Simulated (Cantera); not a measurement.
Cantera with NASA thermochemical tables; ideal gases at 1 bar, condensed phases pure. Values are per mole of reaction as written; species without (g) are pure solids or liquids, kept so even where they would boil at 1 bar.

NO2(g) + Nb + 3 H(g) → NbO2(g) + NH3(g), with ΔH° = -934.2 kJ and ΔS° = -155.4 J/K at 300 K.

**Question.** How far is the shortcut ΔG° ≈ ΔH°(300 K) − T·ΔS°(300 K) from the full temperature-dependent value at 1973, 2023, 2073, 2123, 2173, 2223, 2273, 2323, 2373, 2423, 2473 K?

**Answer.** 
| T (K) | shortcut (kJ) | full (kJ) | difference (kJ) | difference in log10 K |
|---|---|---|---|---|
| 1973 | -627.7 | -551.9 | -75.8 | 2.01 |
| 2023 | -619.9 | -540.9 | -79.0 | 2.04 |
| 2073 | -612.1 | -529.8 | -82.3 | 2.07 |
| 2123 | -604.4 | -518.8 | -85.6 | 2.11 |
| 2173 | -596.6 | -507.6 | -88.9 | 2.14 |
| 2223 | -588.8 | -496.5 | -92.3 | 2.17 |
| 2273 | -581.1 | -485.3 | -95.7 | 2.20 |
| 2323 | -573.3 | -474.2 | -99.1 | 2.23 |
| 2373 | -565.5 | -462.9 | -102.6 | 2.26 |
| 2423 | -557.7 | -451.7 | -106.1 | 2.29 |
| 2473 | -550.0 | -440.4 | -109.6 | 2.31 |
The shortcut ignores the heat-capacity change of the reaction.
